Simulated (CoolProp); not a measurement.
Vapour-liquid equilibrium of dimethyl ether (1) + n-hexane (2) at 40.9 kPa; x and y are mole fractions of (1).

The numbers come from the multi-fluid Helmholtz-energy mixture model, Wu 2011 and Thol 2019; pair parameters Bell 2016 in CoolProp.

```json
[
 {"x": "0.05", "bubble temperature (K)": "287.1", "y at the bubble point": "0.711", "dew temperature at overall composition x (K)": "314.2", "liquid density (mol/L)": "[?]"},
 {"x": "0.2", "bubble temperature (K)": "254.5", "y at the bubble point": "0.958", "dew temperature at overall composition x (K)": "[?]", "liquid density (mol/L)": "8.979"},
 {"x": "0.35", "bubble temperature (K)": "243.7", "y at the bubble point": "0.983", "dew temperature at overall composition x (K)": "304.9", "liquid density (mol/L)": "9.954"},
 {"x": "0.5", "bubble temperature (K)": "238.5", "y at the bubble point": "0.990", "dew temperature at overall composition x (K)": "298.8", "liquid density (mol/L)": "11.03"},
 {"x": "0.65", "bubble temperature (K)": "235.4", "y at the bubble point": "0.993", "dew temperature at overall composition x (K)": "291.0", "liquid density (mol/L)": "12.29"},
 {"x": "0.8", "bubble temperature (K)": "[?]", "y at the bubble point": "0.996", "dew temperature at overall composition x (K)": "[?]", "liquid density (mol/L)": "13.82"},
 {"x": "0.95", "bubble temperature (K)": "[?]", "y at the bubble point": "0.999", "dew temperature at overall composition x (K)": "257.0", "liquid density (mol/L)": "15.75"}
]
```

Question: What belongs in the gaps?

Answer: 
- 0.05, liquid density (mol/L): 7.916
- 0.2, dew temperature at overall composition x (K): 309.9
- 0.8, bubble temperature (K): 232.9
- 0.8, dew temperature at overall composition x (K): 279.9
- 0.95, bubble temperature (K): 230.3

No azeotrope shows between x = 0.05 and 0.95.

The pair parameters rest on a limited set of measurements; away from them the model extrapolates.
